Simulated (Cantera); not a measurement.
Mixture: CH₄ : C₂H₆ : O₂ : N₂ = 1 : 0.1 : 1.31 : 7.44 (molar parts), equivalence ratio 1.8, at 1.00 bar, adiabatic and at constant volume. Ignition delay is the time to a rise of 400 K.

Model: GRI-Mech 3.0 (53 species, 325 reactions), integrated in Cantera.

Problem. What does this change do: constant pressure in place of constant volume?

Solution. 
| quantity | before | after |
|---|---|---|
| delay at 1000 K | 0.134 s | 0.141 s |
| delay at 1150 K | 16.8 ms | 18.0 ms |
| delay at 1300 K | 3.36 ms | 3.69 ms |
| delay at 1450 K | 0.709 ms | 0.800 ms |
| apparent activation energy between 1375 and 1525 K | 170 kJ/mol | 170 kJ/mol |
